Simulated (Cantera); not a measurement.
Cantera run, input and output.

```python
import numpy as np
import cantera as ct

surf = ct.Interface("diamond.yaml", "diamond_100")
gas, bulk = surf.adjacent["gas"], surf.adjacent["diamond"]
k = surf.kinetics_species_index(bulk.species_names[0])
cover = ["c6HH", "c6H*", "c6*H", "c6**", "c6HM", "c6B"]

rows, drift = [], 0.0
print(f"{'T':>10s}{'um/h':>11s}" + "".join(f"{s:>11s}" for s in cover))
for v in [900, 950, 1000, 1050, 1100, 1150, 1200, 1250, 1300, 1350, 1400]:
    T, P, xH, xCH3 = v, 4400, 0.00082, 6.2e-05
    gas.TPX = T, P, {"H": xH, "CH3": xCH3, "CH4": 0.018, "H2": 1 - xH - xCH3 - 0.018}
    surf.TP = bulk.TP = T, P
    surf.coverages = "c6H*:0.1, c6HH:0.9"
    surf.advance_coverages(100.0)
    before = surf.coverages
    surf.advance_coverages(100.0)
    drift = max(drift, np.max(np.abs(surf.coverages - before) / (surf.coverages + 1e-9)))
    rate = surf.net_production_rates[k] * bulk.mean_molecular_weight / bulk.density * 3.6e9
    rows.append([rate, *surf[cover].coverages])
    print(f"{v:10.4g}{rate:11.4e}" + "".join(f"{x:11.3e}" for x in rows[-1][1:]))
```

Output:

```
         T       um/h       c6HH       c6H*       c6*H       c6**       c6HM        c6B
       900 7.6885e-01  6.440e-01  9.687e-03  2.711e-01  3.865e-03  5.738e-02  2.086e-09
       950 9.7126e-01  6.094e-01  1.325e-02  3.145e-01  5.857e-03  4.374e-02  2.636e-09
      1000 1.0587e+00  5.769e-01  1.739e-02  3.560e-01  8.393e-03  3.007e-02  2.873e-09
      1050 9.0367e-01  5.475e-01  2.206e-02  3.948e-01  1.142e-02  1.665e-02  2.452e-09
      1100 5.9938e-01  5.192e-01  2.701e-02  4.279e-01  1.475e-02  7.074e-03  1.626e-09
      1150 3.6940e-01  4.921e-01  3.198e-02  4.533e-01  1.810e-02  2.536e-03  1.002e-09
      1200 2.6394e-01  4.682e-01  3.685e-02  4.716e-01  2.123e-02  8.624e-04  7.162e-10
      1250 2.3073e-01  4.492e-01  4.155e-02  4.841e-01  2.399e-02  2.950e-04  6.261e-10
      1300 2.1425e-01  4.353e-01  4.601e-02  4.916e-01  2.626e-02  1.026e-04  5.814e-10
      1350 1.7354e-01  4.264e-01  5.018e-02  4.949e-01  2.798e-02  3.614e-05  4.709e-10
      1400 1.0897e-01  4.221e-01  5.403e-02  4.945e-01  2.915e-02  1.322e-05  2.957e-10
```

Computed with Cantera and the Harris–Goodwin 1993 mechanism for the reconstructed diamond (100) surface.
